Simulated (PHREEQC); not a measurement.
Consider water at 25 °C with 0.014 mol/kgw FeCl3. Closed to the air; pH follows from the charge balance.

Computed with PHREEQC (ion-association model, phreeqc.dat).

Problem. The ionic strength comes out as 0.0700 mol/kgw. What activity coefficients do FeCl2+, Fe(OH)2+, Fe3(OH)4+5, Fe2(OH)2+4, Fe+3 get?

Solution. FeCl2+ 0.81, Fe(OH)2+ 0.81, Fe3(OH)4+5 0.0040, Fe2(OH)2+4 0.029, Fe+3 0.21.

No solid was allowed to form. Saturation is exceeded, for instance for Hematite (slow to form), Goethite (slow to form); the values hold only as long as no solid forms.
